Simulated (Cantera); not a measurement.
Input: 1 mol FeS, 38 mol H₂, 0.26 mol H₂O, equilibrated at 21.0 Pa.

Cantera equilibrium calculation (NASA polynomials, part measured and part estimated; ideal gas, pure solids and liquids). Candidate condensed phases: Fe, FeO, Fe(OH)₂, Fe(OH)₃, FeS, FeSO₄, FeS₂, Fe₂O₃, Fe₂(SO₄)₃, Fe₃O₄, H₂O, H₂SO₄, S; 22 gas species. Mutual solubility and eutectic melting of coexisting phases are not modelled. FeS: taken at fixed stoichiometry. Gases not in the tables: S₃ to S₇. The numbers say what is thermodynamically allowed, not how fast it happens.

Task: Which condensed phases are stable at each of these points (T (°C)): 727, 752, 777, 802, 827, 852, 877, 902, 927, 952, 977?

Result: 
| T (°C) | condensed phases | Fe condensed (%) |
|---|---|---|
| 727 | Fe(α) + FeS(s) | 100.0 |
| 752 | Fe(α) + FeS(s) | 100.0 |
| 777 | Fe(α) + FeS(s) | 100.0 |
| 802 | Fe(α) + FeS(s) | 100.0 |
| 827 | Fe(α) + FeS(s) | 100.0 |
| 852 | Fe(α) + FeS(s) | 100.0 |
| 877 | Fe(α) + FeS(s) | 100.0 |
| 902 | Fe(α) + FeS(s) | 100.0 |
| 927 | Fe(γ) + FeS(s) | 100.0 |
| 952 | Fe(γ) + FeS(s) | 100.0 |
| 977 | Fe(γ) + FeS(s) | 100.0 |

From 727 °C to 902 °C the condensed part is Fe(α) + FeS(s). From 927 °C to 977 °C the condensed part is Fe(γ) + FeS(s).
